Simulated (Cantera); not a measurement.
Gas mixture: N2O : N2 = 0.87 : 0.76 (molar parts), at 3.30 bar, frozen composition.

Cantera's kinetic-theory transport with the Lennard-Jones parameters of GRI-Mech 3.0, ideal gas; thermal conductivity in the mixture-averaged form. The composition is frozen, though it would react at the higher temperatures.

One state of this run: ρ (kg/m³) = 1.00; cp (J/kg/K) = 1299; μ (µPa s) = 52.4; λ (mW/m/K) = 93.4; Pr = 0.729; D (cm²/s) CH4 = 0.908; D (cm²/s) H = 5.09; D (cm²/s) OH = 1.24. D: mixture-averaged diffusion coefficient of that species in the mixture.

**Question.** Which value of T (K) does it belong to?
A) 1000
B) 700
C) 1450
D) 1600

**Answer.** C, 1450
